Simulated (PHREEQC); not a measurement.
**Nickel, zinc or cadmium bath: an equilibrium model**

Consider water at 25 °C with 0.0016 mol NiCl2, 3.3e-05 mol Na2B4O7 and 0.045 mol FeSO4 per kg of water. Closed to the air; pH follows from the charge balance.

Equilibrium calculation in PHREEQC: ion-association model, wateq4f.dat.

No solid was allowed to form.

Question: Predict the pH, ionic strength.

Answer: pH 7.17; ionic strength 0.112 mol/kgw.

Question: In which forms is Na present?

Answer: Na+ 95 %, NaSO4- 4.6 % of the Na.

Examples of supersaturated solids here: Ni(OH)2. Others may be too.
